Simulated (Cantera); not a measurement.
An isothermal, constant-pressure homogeneous reactor starts with NO : N2 = 1 : 5.9 (molar parts), at 1675 K and 58000 Pa. Integrator tolerance rtol = 1e-08.

Computed with Cantera and GRI-Mech 3.0 (53 species, 325 reactions).

Problem. What does this change do: temperature 1675 to 1773 K?

Solution. 
```csv
quantity,before,after
x(NO) at 3.00 s,0.140 (gas-phase equilibrium 0.00168),0.131 (gas-phase equilibrium 0.00240)
x(N2O) at 3.00 s,7.43e-6 (gas-phase equilibrium 8.12e-8),6.99e-6 (gas-phase equilibrium 1.14e-7)
x(O2) at 3.00 s,0.00255 (gas-phase equilibrium 0.0716),0.00685 (gas-phase equilibrium 0.0712)
x(N2) at 3.00 s,0.858 (gas-phase equilibrium 0.927),0.862 (gas-phase equilibrium 0.926)
x(NO2) at 3.00 s,4.67e-5 (gas-phase equilibrium 2.47e-6),5.21e-5 (gas-phase equilibrium 2.82e-6)
x(O) at 3.00 s,2.85e-6 (gas-phase equilibrium 1.21e-5),1.15e-5 (gas-phase equilibrium 3.31e-5)
```
